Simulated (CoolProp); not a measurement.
Toluene along the isobar 101 kPa: Z from the reference equation and from simpler models built on Tc = 591.7 K, pc = 4126 kPa, ω = 0.266; each cubic takes its own stable root.

Model: reference Helmholtz-energy equation of state, Lemmon 2006, in CoolProp. It is a short technical equation, of lower accuracy than the large ones.

| T (K) | phase | reference | Redlich-Kwong | Soave-Redlich-Kwong | Peng-Robinson |
|---|---|---|---|---|---|
| 277.6 | liquid | 0.004575 | 0.005261 | 0.005163 | 0.004594 |
| 307.5 | liquid | 0.004265 | 0.004899 | 0.004784 | 0.004251 |
| 337.5 | liquid | 0.004019 | 0.004623 | 0.004492 | 0.003984 |
| 367.4 | liquid | 0.003828 | 0.9681 | 0.004273 | 0.003783 |
| 397.3 | gas | 0.9645 | 0.9743 | 0.9712 | 0.9700 |
| 427.3 | gas | 0.9727 | 0.9790 | 0.9767 | 0.9755 |
| 457.2 | gas | 0.9784 | 0.9826 | 0.9810 | 0.9798 |
| 487.2 | gas | 0.9827 | 0.9854 | 0.9843 | 0.9832 |
| 517.1 | gas | 0.9858 | 0.9877 | 0.9870 | 0.9859 |

At some of these states Redlich-Kwong gives the other phase, because its saturation line lies elsewhere.
